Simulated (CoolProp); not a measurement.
Properties of R11 at several states (Tc = 471.1 K, pc = 44.08 bar, ω = 0.189).

Model: reference Helmholtz-energy equation of state, Jacobsen 1992, in CoolProp.

```csv
T (K),p (bar),phase,density (kg/m³),isothermal compressibility (1/MPa),viscosity (µPa s),fugacity coefficient
407.6,0.13,gas,0.5278,77.04,14.2,0.9984
316.6,50.3,liquid,1447,0.002047,384,0.04355
181.2,202,liquid,1750,0.0004879,4560,9.530e-6
404.1,3.97,gas,17.12,2.663,13.9,0.9508
410.2,0.11,gas,0.4436,91.03,14.2,0.9987
```

Viscosity comes from a separate model (Klein 1997), an estimate that may be off by 10 % or more.
